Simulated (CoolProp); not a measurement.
Properties of R365MFC at several states.

Computed with CoolProp (reference Helmholtz-energy equation of state, Lemmon 2016).

| T (K) | p (MPa) | phase | cv (kJ/(kg K)) | fugacity coefficient |
|---|---|---|---|---|
| 314.1 | 0.253 | liquid | 1.059 | 0.3961 |
| 460.6 | 4.85 | supercritical | 1.324 | (withheld) |
| 471 | 6.48 | supercritical | 1.327 | (withheld) |
| 445.8 | 0.264 | gas | 1.188 | 0.9677 |
| 438.5 | 0.113 | gas | 1.173 | 0.9854 |
| 407.6 | 3.62 | liquid | (withheld) | 0.3053 |

Question: Some entries are withheld; supply them.

Answer: 
- 460.6, fugacity coefficient: 0.4807
- 471, fugacity coefficient: 0.4315
- 407.6, cv (kJ/(kg K)): 1.213
